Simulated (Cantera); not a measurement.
Feed: 1 mol ZrO2, 71 mol H2, 0.14 mol H2O, held at 2075 K and 1 atm.

Method: chemical equilibrium by Gibbs-energy minimisation in Cantera with the NASA 1993 tables (ideal gas, pure condensed phases). Candidate condensed phases: H2O, Zr, ZrO2; 12 gas species. The numbers say what is thermodynamically allowed, not how fast it happens.

Base state: H2 0.995, H 0.00264, H2O 0.00196 (mole fractions); condensed: ZrO2(tetragonal).

What changes in the equilibrium state with this change: pressure from 1 atm to 0.443 Torr?


```json
[
 {"species": "H2", "before": "0.995", "after": "0.894"},
 {"species": "H", "before": "0.00264", "after": "0.104"},
 {"species": "H2O", "before": "0.00196", "after": "0.00184"},
 {"species": "OH", "before": "5.95e-7", "after": "2.43e-5"},
 {"species": "ZrO2(tetragonal), mol", "before": "1.00", "after": "1.000"}
]
```
